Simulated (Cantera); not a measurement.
A Cantera script and what it prints.

```python
import numpy as np
import cantera as ct

gas_names = """
    H HO2 H2 H2O H2O2 O OH O2 O3 Ta TaO TaO2
""".split()
cond_names = """
    H2O(s) H2O(L) Ta(cr) Ta(L) Ta2O5(s) Ta2O5(L)
""".split()


def load(file, names, dense=False):
    # The tables refer to 1 bar. Condensed volumes are neglected.
    table = {s.name: s for s in ct.Species.list_from_file(file)}
    out = []
    for n in names:
        d = dict(table[n].input_data)
        d["thermo"] = dict(d["thermo"], **{"reference-pressure": 1e5})
        if dense:
            d["equation-of-state"] = {"model": "constant-volume", "density": "1e6 g/cm^3"}
        out.append(ct.Species.from_dict(d))
    return out


gas = ct.Solution(thermo="ideal-gas", species=load("nasa_gas.yaml", gas_names))
cond = {s.name: ct.Solution(thermo="fixed-stoichiometry", species=[s], name=s.name)
        for s in load("nasa_condensed.yaml", cond_names, dense=True)}
atoms = {
    'Ta': {'Ta': 1},
    'H2O': {'H': 2, 'O': 1},
    'H2': {'H': 2},
}
top_T = {}  # K; cautious upper limits of use, not melting points


def equilibrate(T, P, feed):
    n = {}
    for name, mol in feed.items():
        for a, k in atoms[name].items():
            n[a] = n.get(a, 0.0) + k * mol
    gas.TPX = T, P, n
    mass = sum(n.values()) * gas.mean_molecular_weight
    gas.equilibrate("TP")
    valid = [c for c in cond.values() if c.min_temp <= T <= top_T.get(c.name, c.max_temp)]
    mix = ct.Mixture([(gas, mass / gas.mean_molecular_weight)] + [(c, 0.0) for c in valid])
    mix.T, mix.P = T, P
    mix.equilibrate("TP", solver="vcs", rtol=1e-11, max_steps=5000)
    return mix


results = []
feed = {'Ta': 1, 'H2O': 0.027, 'H2': 180}  # mol
P = 450  # Pa
for T in [850, 925, 1000, 1075, 1150, 1225, 1300, 1375, 1450, 1525, 1600, 1675, 1750]:
    mix = equilibrate(T, P, feed)
    results.append((T, P, feed, dict(zip(mix.species_names, mix.species_moles))))
    x = sorted(zip(gas.X, gas.species_names), reverse=True)
    print(f"T = {T:g} K  P = {P:g} Pa  gas = {mix.phase_moles(0):.4g} mol")
    print("   x: " + "  ".join(f"{s} {v:.3e}" for v, s in x if v > 0.0001))
    print("   condensed (mol): " + ("  ".join(f"{mix.phase(i).name} {mix.phase_moles(i):.4g}"
          for i in range(1, mix.n_phases) if mix.phase_moles(i) > 1e-12) or "none"))
```

Result:

```
T = 850 K  P = 450 Pa  gas = 180 mol
   x: H2 1.000e+00
   condensed (mol): Ta(cr) 0.9892  Ta2O5(s) 0.0054
T = 925 K  P = 450 Pa  gas = 180 mol
   x: H2 1.000e+00
   condensed (mol): Ta(cr) 0.9892  Ta2O5(s) 0.005398
T = 1000 K  P = 450 Pa  gas = 180 mol
   x: H2 1.000e+00
   condensed (mol): Ta(cr) 0.9892  Ta2O5(s) 0.005393
T = 1075 K  P = 450 Pa  gas = 180 mol
   x: H2 1.000e+00
   condensed (mol): Ta(cr) 0.9893  Ta2O5(s) 0.005374
T = 1150 K  P = 450 Pa  gas = 180 mol
   x: H2 1.000e+00
   condensed (mol): Ta(cr) 0.9894  Ta2O5(s) 0.005319
T = 1225 K  P = 450 Pa  gas = 180 mol
   x: H2 1.000e+00
   condensed (mol): Ta(cr) 0.9896  Ta2O5(s) 0.005182
T = 1300 K  P = 450 Pa  gas = 180 mol
   x: H2 1.000e+00
   condensed (mol): Ta(cr) 0.9902  Ta2O5(s) 0.004881
T = 1375 K  P = 450 Pa  gas = 180 mol
   x: H2 9.999e-01
   condensed (mol): Ta(cr) 0.9914  Ta2O5(s) 0.004278
T = 1450 K  P = 450 Pa  gas = 180 mol
   x: H2 9.998e-01  H 1.410e-04
   condensed (mol): Ta(cr) 0.9937  Ta2O5(s) 0.003171
T = 1525 K  P = 450 Pa  gas = 180.1 mol
   x: H2 9.995e-01  H 3.526e-04  H2O 1.145e-04
   condensed (mol): Ta(cr) 0.9974  Ta2O5(s) 0.001277
T = 1600 K  P = 450 Pa  gas = 180.1 mol
   x: H2 9.990e-01  H 8.101e-04  H2O 1.499e-04
   condensed (mol): Ta(cr) 1
T = 1675 K  P = 450 Pa  gas = 180.2 mol
   x: H2 9.981e-01  H 1.729e-03  H2O 1.497e-04
   condensed (mol): Ta(cr) 1
T = 1750 K  P = 450 Pa  gas = 180.3 mol
   x: H2 9.964e-01  H 3.461e-03  H2O 1.493e-04
   condensed (mol): Ta(cr) 1
```

Equilibrium computed with Cantera from the NASA thermochemical tables; the gas is ideal and each condensed phase is pure. Mutual solubility and eutectic melting of coexisting phases are not modelled. Condensed phases not in the tables: N, O or C dissolved in the metal.
